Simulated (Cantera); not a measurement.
Charge: 1 mol Si3N4, 0.3 mol N2, equilibrated at 1.50 mbar.

Cantera equilibrium calculation (NASA polynomials, part measured and part estimated; ideal gas, pure solids and liquids). Candidate condensed phases: Si, Si3N4; 7 gas species. The tables' values for SiN are old estimates; treat these amounts as uncertain. Equilibrium is a limit: real reactors are often held back by kinetics, nucleation or transport.

log p: log10 of the partial pressure in bar; n: condensed amount in mol.

```json
[
 {"T (K)": "2248", "log p N2": "-3.05", "log p Si": "-3.24", "log p Si2": "-4.99", "log p SiN": "-5.57", "log p Si2N": "-5.54", "log p Si3": "-5.71", "log p N": "-9.18", "n Si(l)": "1.43"},
 {"T (K)": "2298", "log p N2": "-3.18", "log p Si": "-3.09", "log p Si2": "-4.85", "log p SiN": "-5.53", "log p Si2N": "-5.57", "log p Si3": "-5.63", "log p N": "-9.01", "n Si(l)": "0"},
 {"T (K)": "2348", "log p N2": "-3.18", "log p Si": "-3.08", "log p Si2": "-4.99", "log p SiN": "-5.56", "log p Si2N": "(withheld)", "log p Si3": "-5.96", "log p N": "-8.78", "n Si(l)": "0"},
 {"T (K)": "2398", "log p N2": "-3.18", "log p Si": "-3.08", "log p Si2": "-5.13", "log p SiN": "-5.60", "log p Si2N": "(withheld)", "log p Si3": "-6.28", "log p N": "-8.55", "n Si(l)": "0"},
 {"T (K)": "2448", "log p N2": "-3.19", "log p Si": "-3.08", "log p Si2": "-5.26", "log p SiN": "-5.63", "log p Si2N": "(withheld)", "log p Si3": "-6.60", "log p N": "-8.34", "n Si(l)": "0"},
 {"T (K)": "2498", "log p N2": "-3.19", "log p Si": "-3.08", "log p Si2": "-5.40", "log p SiN": "-5.66", "log p Si2N": "(withheld)", "log p Si3": "-6.90", "log p N": "-8.14", "n Si(l)": "0"},
 {"T (K)": "2548", "log p N2": "-3.19", "log p Si": "-3.07", "log p Si2": "-5.52", "log p SiN": "-5.69", "log p Si2N": "(withheld)", "log p Si3": "-7.20", "log p N": "-7.94", "n Si(l)": "0"},
 {"T (K)": "2598", "log p N2": "-3.19", "log p Si": "-3.07", "log p Si2": "-5.64", "log p SiN": "-5.73", "log p Si2N": "(withheld)", "log p Si3": "-7.48", "log p N": "-7.75", "n Si(l)": "0"},
 {"T (K)": "2648", "log p N2": "-3.19", "log p Si": "-3.07", "log p Si2": "-5.76", "log p SiN": "-5.75", "log p Si2N": "(withheld)", "log p Si3": "-7.75", "log p N": "-7.57", "n Si(l)": "0"},
 {"T (K)": "2698", "log p N2": "-3.19", "log p Si": "-3.07", "log p Si2": "-5.87", "log p SiN": "-5.78", "log p Si2N": "(withheld)", "log p Si3": "-8.01", "log p N": "-7.39", "n Si(l)": "0"},
 {"T (K)": "2748", "log p N2": "-3.19", "log p Si": "-3.07", "log p Si2": "-5.98", "log p SiN": "-5.81", "log p Si2N": "(withheld)", "log p Si3": "-8.26", "log p N": "-7.22", "n Si(l)": "0"},
 {"T (K)": "2798", "log p N2": "-3.19", "log p Si": "-3.07", "log p Si2": "-6.09", "log p SiN": "-5.84", "log p Si2N": "(withheld)", "log p Si3": "-8.51", "log p N": "-7.06", "n Si(l)": "0"},
 {"T (K)": "2848", "log p N2": "-3.19", "log p Si": "-3.07", "log p Si2": "-6.19", "log p SiN": "-5.86", "log p Si2N": "(withheld)", "log p Si3": "-8.75", "log p N": "-6.90", "n Si(l)": "0"}
]
```

Fill in the missing entries.


- 2348, log p Si2N: -5.80
- 2398, log p Si2N: -6.03
- 2448, log p Si2N: -6.25
- 2498, log p Si2N: -6.46
- 2548, log p Si2N: -6.66
- 2598, log p Si2N: -6.86
- 2648, log p Si2N: -7.05
- 2698, log p Si2N: -7.23
- 2748, log p Si2N: -7.41
- 2798, log p Si2N: -7.58
- 2848, log p Si2N: -7.74
